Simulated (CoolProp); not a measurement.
Saturated liquid density (kg/m³) of sulfur hexafluoride: the reference equation beside estimates from Tc = 45.6 °C, pc = 3.755 MPa, ω = 0.210. Rackett uses Z = 0.29056 − 0.08775 ω.

The numbers come from the reference Helmholtz-energy equation of state, Guder 2009 in CoolProp.

```tsv
T (°C)	reference	Rackett	van der Waals	Redlich-Kwong	Soave-Redlich-Kwong	Peng-Robinson
-34.65	1769	1829	1129	1619	1678	1903
-30.75	1748	1806	1115	1594	1653	1875
-26.75	1726	1783	1100	1567	1627	1846
-22.85	1704	1759	1085	1541	1600	1816
-18.95	1681	1735	1070	1513	1573	1785
-14.95	1657	1709	1053	1483	1543	1752
-11.05	1632	1683	1037	1454	1514	1718
-7.05	1606	1656	1019	1422	1481	1681
-3.15	1580	1628	1002	1390	1449	1644
0.75	1553	1599	983.1	1357	1415	1605
4.75	1523	1568	963.1	1321	1378	1562
8.65	1493	1536	942.7	1284	1340	1518
12.65	1460	1502	920.6	1245	1298	1470
```

Absolute difference from the reference over all 13 rows, mean and median: Rackett 3.1 and 3.1 %, van der Waals 36.5 and 36.5 %, Redlich-Kwong 11.2 and 10.9 %, Soave-Redlich-Kwong 7.6 and 7.2 %, Peng-Robinson 4.8 and 5.3 %.
